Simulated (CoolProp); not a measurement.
Saturation properties of diethyl ether.

Computed with CoolProp (reference Helmholtz-energy equation of state, Thol 2014).

| T (°C) | p (MPa) | liquid density (kg/m³) | enthalpy of vaporisation (kJ/kg) | liquid cp (kJ/(kg K)) | vapour Z | surface tension (mN/m) |
|---|---|---|---|---|---|---|
| 95.65 | 0.5916 | 615.9 | 296.2 | 2.640 | 0.8509 | 8.45 |
| 102.95 | 0.6995 | 604.7 | 287.3 | 2.682 | 0.8330 | 7.67 |
| 110.35 | 0.8233 | 593.0 | 277.8 | 2.729 | 0.8133 | 6.89 |
| 117.65 | 0.9606 | 580.9 | 267.8 | 2.781 | 0.7923 | 6.13 |
| 124.95 | 1.114 | 568.1 | 257.2 | 2.838 | 0.7694 | 5.40 |
| 132.35 | 1.288 | 554.5 | 245.6 | 2.906 | 0.7443 | 4.67 |
| 139.65 | 1.478 | 540.2 | 233.4 | 2.985 | 0.7172 | 3.97 |
| 147.05 | 1.692 | 524.6 | 219.9 | 3.083 | 0.6871 | 3.28 |

It boils at 34.5 °C under 1 atm.

Surface tension comes from a separate correlation (Mulero 2014).
